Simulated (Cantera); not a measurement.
Input (Python, Cantera) and output of one run.

```python
import numpy as np
import cantera as ct

gas_names = [...]  # 114 gases of nasa_gas.yaml made of C, Fe, H, O
cond_names = """
    C(gr) C6H6(L) C7H8(L) C8H18(L),n-octa Fe(a) Fe(c) Fe(d) Fe(L) FeC5O5(L) FeO(s) FeO(L) Fe(OH)2(s)
    Fe(OH)3(s) Fe2O3(s) Fe3O4(s) H2O(s) H2O(L)
""".split()


# ... load() reads the species with a 1 bar reference pressure and builds the phases ...
atoms = {
    'Fe(CO)5': {'Fe': 1, 'C': 5, 'O': 5},
    'CO': {'C': 1, 'O': 1},
    'H2': {'H': 2},
}
top_T = {'C(gr)': 4500, 'Fe2O3(s)': 1830, 'Fe3O4(s)': 1870}  # K; cautious upper limits of use, not melting points


# ... equilibrate(T, P, feed) seeds the gas with the atoms and calls Mixture.equilibrate('TP', solver="vcs", rtol=1e-11, max_steps=5000) ...
results = []
feed = {'Fe(CO)5': 1, 'CO': 0.09, 'H2': 15}  # mol
T = 1148.15  # K
for P in [10, 68, 460, 3200, 22000, 150000, 1000000]:
    mix = equilibrate(T, P, feed)
    results.append((T, P, feed, dict(zip(mix.species_names, mix.species_moles))))

top = {s: max(r[3][s] / sum(r[3][g] for g in gas_names) for r in results) for s in gas_names}
cols = sorted((s for s in top if top[s] > 0.0001), key=lambda s: -top[s])[:6]
seen = [c for c in cond_names if any(r[3].get(c, 0) > 1e-12 for r in results)]
print("log10 of partial pressures in bar; condensed amounts in mol")
print(f"{'P/Pa':>10s}" + "".join(f"{s[:9]:>10s}" for s in cols + seen))
for T, P, feed, n in results:
    ng = sum(n[g] for g in gas_names)
    print(f"{P:10.4g}" + "".join(f"{np.log10(max(n[s] / ng * P / 1e5, 1e-99)):10.3f}" for s in cols)
          + "".join(f"{n.get(c, 0):10.4g}" for c in seen))
```

Result:

```
log10 of partial pressures in bar; condensed amounts in mol
      P/Pa        H2        CO       CH4       H2O       CO2     Fe(a)
        10    -4.127    -4.596    -9.913   -10.006   -10.549         1
        68    -3.294    -3.764    -8.241    -8.348    -8.891         1
       460    -2.464    -2.934    -6.580    -6.689    -7.231         1
      3200    -1.622    -2.092    -4.896    -5.005    -5.547         1
   2.2e+04    -0.786    -1.257    -3.225    -3.334    -3.878         1
   1.5e+05     0.036    -0.442    -1.585    -1.692    -2.243         1
     1e+06     0.804     0.288    -0.072    -0.172    -0.760         1
```

Equilibrium computed with Cantera from the NASA thermochemical tables; the gas is ideal and each condensed phase is pure.
